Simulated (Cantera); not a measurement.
Input: 1 mol NiS, 4.8 mol H2, at 773 K and 13300 Pa.

These are equilibrium values from Cantera (NASA tables, ideal gas, pure condensed phases), not measurements of a reactor. Candidate condensed phases: Ni, NiS, NiS2, Ni3S2, Ni3S4, S; 9 gas species. The numbers say what is thermodynamically allowed, not how fast it happens.

Base state: H2 0.931, H2S 0.0694 (mole fractions); condensed: Ni3S2(s).

**Question.** What changes in the equilibrium state with this change: temperature from 773 K to 1748 K?

**Answer.** 
```json
[
 {"species": "H2", "before": "0.931", "after": "0.941"},
 {"species": "H2S", "before": "0.0694", "after": "0.0447"},
 {"species": "S2", "before": "4.09e-9", "after": "0.0101"},
 {"species": "NiS", "before": "<1e-9", "after": "3.38e-5"},
 {"species": "SH", "before": "3.61e-9", "after": "0.00366"},
 {"species": "H", "before": "<1e-9", "after": "0.000607"},
 {"species": "S", "before": "<1e-9", "after": "0.000132"},
 {"species": "Ni", "before": "<1e-9", "after": "2.17e-5"},
 {"species": "Ni3S2(s), mol", "before": "0.333", "after": "0"},
 {"species": "Ni3S2(l), mol", "before": "0", "after": "0.333"}
]
```
